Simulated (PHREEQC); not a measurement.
Dissolve 160 mmol/kgw MgCl2, 2.3 mmol/kgw Na2SO4, 0.38 mmol/kgw H4SiO4 and 8.1 mmol/kgw CsCl at 25 °C. Closed to the air; pH follows from the charge balance.

Model: ion-association model, wateq4f.dat, run in PHREEQC.

The ionic strength comes out as 0.489 mol/kgw. What activity coefficients do Mg+2, NaSO4-, SO4-2, Cs+, Na+ get?

Mg+2 0.29, NaSO4- 0.69, SO4-2 0.21, Cs+ 0.73, Na+ 0.71.

Precipitation was switched off in this run. The solution is supersaturated, for example in Quartz (slow to form), Chalcedony (slow to form), so a real one may precipitate; this is no full list.
